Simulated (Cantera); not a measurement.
Charge: 1 mol MgO, 0.068 mol H2, equilibrated at 1.33 mbar.

Method: chemical equilibrium by Gibbs-energy minimisation in Cantera with the NASA 1993 tables (ideal gas, pure condensed phases). Candidate condensed phases: H2O, Mg, MgO, Mg(OH)2; 15 gas species. The tables' values for MgH are old estimates; treat these amounts as uncertain. The numbers say what is thermodynamically allowed, not how fast it happens.

**Question.** At 2302 °C, list the 5 most abundant gas species with their mole fractions, and the condensed phases.

**Answer.** Mg 0.544, O 0.221, O2 0.151, H 0.0458, OH 0.0173. Condensed: gas only.
